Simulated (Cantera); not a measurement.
Input (Python, Cantera) and output of one run.

```python
import numpy as np
import cantera as ct

gas_names = """
    O2 SiO B2O2 TaO2
""".split()
cond_names = """
    Si(cr) Si(L) B(b) B(L) Ta(cr) Ta(L)
""".split()


# ... load() reads the species with a 1 bar reference pressure and builds the phases ...
species = {s.name: s for s in load("nasa_gas.yaml", gas_names) + load("nasa_condensed.yaml", cond_names)}
# Each term lists the table entries of one substance; the one whose range holds T is used.
reactions = {
    '2 Si + O2(g) = 2 SiO(g)':
        [(-2, ['Si(cr)', 'Si(L)']), (-1, ['O2']), (2, ['SiO'])],
    '2 B + O2(g) = B2O2(g)':
        [(-2, ['B(b)', 'B(L)']), (-1, ['O2']), (1, ['B2O2'])],
    'Ta + O2(g) = TaO2(g)':
        [(-1, ['Ta(cr)', 'Ta(L)']), (-1, ['O2']), (1, ['TaO2'])],
}


def pick(names, T):
    return next(species[n] for n in names if species[n].thermo.min_temp <= T <= species[n].thermo.max_temp)


results = []
for label, terms in reactions.items():
    print(label)
    print("     T/K   dH/kJ  dS/(J/K)   dG/kJ   log10 K")
    for T in [300, 548, 748, 948, 1148, 1348, 1548, 1748, 1948, 2148, 2348]:
        used = [(nu, pick(names, T)) for nu, names in terms]
        dH = sum(nu * s.thermo.h(T) for nu, s in used) / 1e6
        dS = sum(nu * s.thermo.s(T) for nu, s in used) / 1e3
        dG = dH - T * dS / 1e3
        logK = -dG * 1e6 / (ct.gas_constant * T * np.log(10))
        results.append((label, T, dH, dS, dG, logK, [s.name for _, s in used]))
        print(f"{T:8g} {dH:8.1f} {dS:8.1f} {dG:8.1f} {logK:8.2f}")
```

Output:

```
2 Si + O2(g) = 2 SiO(g)
     T/K   dH/kJ  dS/(J/K)   dG/kJ   log10 K
     300   -200.9    180.3   -255.0    44.39
     548   -203.9    173.0   -298.7    28.47
     748   -206.8    168.5   -332.9    23.24
     948   -210.0    164.8   -366.2    20.18
    1148   -213.4    161.5   -398.8    18.15
    1348   -217.0    158.6   -430.8    16.69
    1548   -220.9    155.9   -462.3    15.60
    1748   -325.3     94.1   -489.7    14.63
    1948   -328.8     92.2   -508.4    13.63
    2148   -332.3     90.5   -526.6    12.81
    2348   -335.9     88.9   -544.6    12.11
2 B + O2(g) = B2O2(g)
     T/K   dH/kJ  dS/(J/K)   dG/kJ   log10 K
     300   -456.0     25.8   -463.8    80.75
     548   -455.8     26.6   -470.4    44.84
     748   -456.7     25.2   -475.6    33.21
     948   -457.9     23.8   -480.5    26.47
    1148   -459.4     22.4   -485.1    22.07
    1348   -461.0     21.1   -489.4    18.96
    1548   -462.9     19.8   -493.5    16.65
    1748   -464.9     18.6   -497.4    14.86
    1948   -467.2     17.3   -500.9    13.43
    2148   -469.7     16.1   -504.3    12.26
    2348   -472.5     14.9   -507.4    11.29
Ta + O2(g) = TaO2(g)
     T/K   dH/kJ  dS/(J/K)   dG/kJ   log10 K
     300   -200.9     33.6   -210.9    36.73
     548   -202.9     28.5   -218.5    20.83
     748   -204.2     26.5   -224.0    15.64
     948   -205.6     24.9   -229.1    12.63
    1148   -207.0     23.5   -234.0    10.65
    1348   -208.6     22.2   -238.5     9.24
    1548   -210.3     21.0   -242.9     8.20
    1748   -212.2     19.9   -247.0     7.38
    1948   -214.3     18.8   -250.8     6.73
    2148   -216.6     17.6   -254.5     6.19
    2348   -219.1     16.5   -257.9     5.74
```

Standard-state values (1 bar) from the NASA 1993 polynomials, evaluated with Cantera. Condensed species are held in their standard states even where they would react or evaporate.
